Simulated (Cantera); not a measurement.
Input (Python, Cantera):

```python
import numpy as np
import cantera as ct

surf = ct.Interface("diamond.yaml", "diamond_100")
gas, bulk = surf.adjacent["gas"], surf.adjacent["diamond"]
k = surf.kinetics_species_index(bulk.species_names[0])
cover = ["c6HH", "c6H*", "c6*H", "c6**", "c6HM", "c6B"]

rows, drift = [], 0.0
print(f"{'xH':>10s}{'um/h':>11s}" + "".join(f"{s:>11s}" for s in cover))
for v in [0.0001, 0.00022, 0.00048, 0.0011, 0.0023, 0.0051, 0.011, 0.024, 0.053]:
    T, P, xH, xCH3 = 1323, 25000, v, 0.00046
    gas.TPX = T, P, {"H": xH, "CH3": xCH3, "CH4": 0.015, "H2": 1 - xH - xCH3 - 0.015}
    surf.TP = bulk.TP = T, P
    surf.coverages = "c6H*:0.1, c6HH:0.9"
    surf.advance_coverages(100.0)
    before = surf.coverages
    surf.advance_coverages(100.0)
    drift = max(drift, np.max(np.abs(surf.coverages - before) / (surf.coverages + 1e-9)))
    rate = surf.net_production_rates[k] * bulk.mean_molecular_weight / bulk.density * 3.6e9
    rows.append([rate, *surf[cover].coverages])
    print(f"{v:10.4g}{rate:11.4e}" + "".join(f"{x:11.3e}" for x in rows[-1][1:]))
```

It prints:

```
        xH       um/h       c6HH       c6H*       c6*H       c6**       c6HM        c6B
    0.0001 1.0517e+00  6.687e-01  2.850e-02  2.933e-01  3.566e-03  1.286e-03  2.854e-09
   0.00022 3.4107e+00  5.521e-01  3.811e-02  3.921e-01  8.959e-03  1.838e-03  9.255e-09
   0.00048 8.1870e+00  4.670e-01  4.477e-02  4.605e-01  1.784e-02  2.370e-03  2.222e-08
    0.0011 1.6463e+01  4.127e-01  4.863e-02  4.999e-01  2.930e-02  2.821e-03  4.467e-08
    0.0023 2.7256e+01  3.869e-01  5.029e-02  5.163e-01  3.831e-02  3.013e-03  7.396e-08
    0.0051 4.4592e+01  3.727e-01  5.123e-02  5.243e-01  4.499e-02  2.904e-03  1.210e-07
     0.011 6.8949e+01  3.663e-01  5.191e-02  5.278e-01  4.875e-02  2.468e-03  1.871e-07
     0.024 9.9459e+01  3.634e-01  5.278e-02  5.293e-01  5.092e-02  1.800e-03  2.699e-07
     0.053 1.2940e+02  3.621e-01  5.436e-02  5.289e-01  5.239e-02  1.116e-03  3.511e-07
```

Computed with Cantera and the Harris–Goodwin 1993 mechanism for the reconstructed diamond (100) surface.
